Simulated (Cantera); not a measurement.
Charge: 1 mol B, 7.2 mol H2, at 2048 K and 75.0 Torr.

Method: chemical equilibrium by Gibbs-energy minimisation in Cantera with the NASA 1993 tables (ideal gas, pure condensed phases). Candidate condensed phases: B; 7 gas species. The tables' values for BH2 are old estimates; treat these amounts as uncertain. Gases not in the tables: B2H6 and higher boranes. The numbers say what is thermodynamically allowed, not how fast it happens.

Base state: H2 0.992, H 0.00705, BH2 0.000608, BH3 1.27e-5 (mole fractions); condensed: B(s).

Q: What changes in the equilibrium state with this change: 0.093 mol HF added?

A: 
```csv
species,before,after
H2,0.992,0.980
BF,0,0.0103
H,0.00705,0.00701
HF,0,0.00131
BF2,0,0.000430
BHF2,0,8.65e-5
BF3,0,1.13e-5
BH3,1.27e-5,1.24e-5
"B(s), mol",0.995,0.916
```
The tables' values for BH2, BF2 are old estimates; treat these amounts as uncertain.

Q: What changes in the equilibrium state with this change: pressure from 75.0 Torr to 25.5 Torr?

A: 
```json
[
 {"species": "H2", "before": "0.992", "after": "0.987"},
 {"species": "H", "before": "0.00705", "after": "0.0121"},
 {"species": "BH2", "before": "0.000608", "after": "0.000605"},
 {"species": "BH3", "before": "1.27e-5", "after": "7.32e-6"},
 {"species": "B(s), mol", "before": "0.995", "after": "0.995"}
]
```
